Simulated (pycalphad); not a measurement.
**Invariant reactions of Li-Mg**

All values are pycalphad results on the COST 507 light-alloy database (1999) (1 atm), not direct measurements. The database dates from 1999; later assessments differ in places, in temperatures and in the compounds included. Kinetics are ignored, which matters at the lower temperatures.

```
type           reaction on cooling  T (K)  Mg in phase 1 (wt.%)  Mg in phase 2 (wt.%)  Mg in phase 3 (wt.%)
--------  ------------------------  -----  --------------------  --------------------  --------------------
eutectic  LIQUID → BCC_A2 + HCP_A3  865.2                  91.7                  92.3                  94.6
```

Phases 1 to 3 are ordered by rising Mg content. The map covers 350 K to 1150 K; reactions that its mapper missed or could not classify are not listed.

BCC_A2 is bcc; HCP_A3 is hcp.
